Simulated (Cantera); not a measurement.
Charge: 1 mol Si(CH3)4, 0.86 mol CH4, 440 mol H2, held at 0.470 bar.

Cantera equilibrium calculation (NASA polynomials, part measured and part estimated; ideal gas, pure solids and liquids). Candidate condensed phases: C, C6H6, C7H8, C8H18, Si, SiC; 87 gas species. Gases not in the tables: Si2H6 and higher silanes. The numbers say what is thermodynamically allowed, not how fast it happens.

Q: What share of the Si ends up in condensed phases as a function of T (K), at 2325, 2350, 2375, 2400, 2425, 2450, 2475, 2500, 2525, 2550?

A: 
| T (K) | Si condensed (%) | as |
|---|---|---|
| 2325 | 68.6 | SiC(s) |
| 2350 | 56.8 | SiC(s) |
| 2375 | 40.9 | SiC(s) |
| 2400 | 19.9 | SiC(s) |
| 2425 | 0.0 | - |
| 2450 | 0.0 | - |
| 2475 | 0.0 | - |
| 2500 | 0.0 | - |
| 2525 | 0.0 | - |
| 2550 | 0.0 | - |
